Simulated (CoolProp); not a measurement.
Vapour-liquid equilibrium of n-decane (1) + n-dodecane (2) at 572.4 K; x and y are mole fractions of (1).

Computed with CoolProp (multi-fluid Helmholtz-energy mixture model, Lemmon 2006 and Lemmon 2004; pair parameters Bell 2016).

Problem. Give the bubble pressure and the first vapour's composition at x = 0.15, 0.65, 0.95. Is there an azeotrope?

Solution. x = 0.15: 0.5977 MPa, y = 0.229; x = 0.65: 0.8847 MPa, y = 0.753; x = 0.95: 1.080 MPa, y = 0.968. No azeotrope shows between x = 0.05 and 0.95.

Pair parameters are fitted to limited data, so mixtures are less certain than the pure fluids.
